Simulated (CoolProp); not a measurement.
Vapour-liquid equilibrium of R125 (1) + fluoroethane (R161) (2) at 312.1 K; x and y are mole fractions of (1).

Values from CoolProp's multi-fluid Helmholtz-energy mixture model, Lemmon 2005 and Wu 2012; pair parameters Bell 2016.

| x | bubble pressure, mixture model (MPa) | bubble pressure, Raoult's law (MPa) | y, mixture model | y, Raoult's law |
|---|---|---|---|---|
| 0.05 | 1.352 | 1.361 | [?] | 0.072 |
| 0.15 | 1.407 | 1.423 | [?] | 0.206 |
| 0.25 | [?] | 1.486 | 0.310 | 0.329 |
| 0.35 | 1.545 | 1.549 | [?] | 0.442 |
| 0.45 | 1.619 | 1.612 | [?] | 0.547 |
| 0.55 | 1.693 | 1.675 | 0.623 | 0.643 |
| 0.65 | 1.763 | 1.738 | 0.710 | 0.732 |
| 0.75 | 1.829 | 1.801 | [?] | 0.816 |
| 0.85 | [?] | 1.864 | 0.874 | 0.893 |
| 0.95 | [?] | 1.927 | 0.957 | 0.966 |

Task: What belongs in the gaps?

Result: 
- 0.05, y, mixture model: 0.063
- 0.15, y, mixture model: 0.189
- 0.25, bubble pressure, mixture model (MPa): 1.473
- 0.35, y, mixture model: 0.424
- 0.45, y, mixture model: 0.528
- 0.75, y, mixture model: 0.793
- 0.85, bubble pressure, mixture model (MPa): 1.888
- 0.95, bubble pressure, mixture model (MPa): 1.938

The largest gap from Raoult's law is +1.6 % in bubble pressure, at x = 0.75. No azeotrope shows between x = 0.05 and 0.95.

Pair parameters are fitted to limited data, so mixtures are less certain than the pure fluids. The gap from Raoult's law changes sign with composition, which may be real or a fault of the pair parameters; it wasn't checked against measurements.
